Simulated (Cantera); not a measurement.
## Pyrogenic steam for wet oxidation

An isothermal, constant-pressure homogeneous reactor starts with H2 : O2 : N2 = 0.83 : 1 : 3.6 (molar parts), at 1025 K and 100000 Pa.

Cantera simulation using GRI-Mech 3.0 (53 species, 325 reactions); the numbers are that mechanism's predictions, not measurements. The temperature is held fixed by assumption; the heat of reaction is taken as removed at once.

| t (s) | x H2 | x O2 | x O | x H2O | x OH | x H | x NO |
|---|---|---|---|---|---|---|---|
| 5.00e-6 | 0.153 | 0.184 | 3.12e-11 | 6.98e-11 | 1.31e-11 | 1.82e-10 | <1e-12 |
| 1.55e-5 | 0.153 | 0.184 | 1.95e-10 | 1.10e-9 | 7.26e-11 | 8.45e-10 | <1e-12 |
| 4.82e-5 | 0.153 | 0.184 | 3.94e-9 | 4.09e-8 | 1.43e-9 | 1.59e-8 | <1e-12 |
| 0.000150 | 0.153 | 0.184 | 1.72e-5 | 0.000227 | 8.90e-6 | 7.15e-5 | 3.07e-12 |
| 0.000464 | 0.0258 | 0.128 | 3.15e-5 | 0.137 | 3.09e-5 | 3.54e-5 | 2.53e-7 |
| 0.00144 | 0.0241 | 0.127 | 1.91e-6 | 0.139 | 1.65e-6 | 2.00e-6 | 1.42e-7 |
| 0.00447 | 0.0214 | 0.126 | 2.59e-6 | 0.142 | 2.54e-6 | 2.62e-6 | 1.55e-7 |
| 0.0139 | 0.0139 | 0.123 | 2.24e-6 | 0.150 | 2.52e-6 | 1.71e-6 | 1.39e-7 |
| 0.0431 | 0.00478 | 0.119 | 1.17e-6 | 0.160 | 1.76e-6 | 4.44e-7 | 9.35e-8 |
| 0.134 | 0.000788 | 0.117 | 2.19e-7 | 0.165 | 7.72e-7 | 3.36e-8 | 3.96e-8 |
| 0.415 | 0.000122 | 0.117 | 1.53e-8 | 0.165 | 2.28e-7 | 1.58e-9 | 1.44e-8 |
| 1.29 | 2.16e-5 | 0.117 | 1.12e-9 | 0.165 | 7.76e-8 | 1.04e-10 | 9.73e-9 |
| 4.00 | 2.26e-6 | 0.117 | 8.13e-11 | 0.166 | 4.17e-8 | 7.10e-12 | 2.13e-8 |
x: mole fraction; the columns are a selection and need not sum to one.

Equilibrium at this temperature and pressure: H2 8.82e-11, O2 0.117, O 1.13e-10, H2O 0.166, OH 2.06e-7, H <1e-12, NO 2.93e-5 (gas phase only).
